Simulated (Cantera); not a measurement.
Standard-state values (1 bar) from the NASA 1993 polynomials, evaluated with Cantera. Values are per mole of reaction as written; species without (g) are pure solids or liquids, kept so even where they would boil at 1 bar.

11 H₂(g) + P₄O₁₀ = 4 PH₃(g) + 5 H₂O₂(g), with ΔH° = 2349.8 kJ and ΔS° = 346.5 J/K at 300 K.

Problem. How far is the shortcut ΔG° ≈ ΔH°(300 K) − T·ΔS°(300 K) from the full temperature-dependent value at 475, 525, 575, 625, 675 K?

Solution. 
```
T (K)  shortcut (kJ)  full (kJ)  difference (kJ)  difference in log10 K
-----  -------------  ---------  ---------------  ---------------------
475           2185.3     2192.9             -7.7                   0.84
525           2167.9     2180.2            -12.3                   1.22
575           2150.6     2168.4            -17.8                   1.61
625           2133.3     2157.4            -24.1                   2.01
675           2116.0     2147.1            -31.1                   2.41
```
The shortcut ignores the heat-capacity change of the reaction.
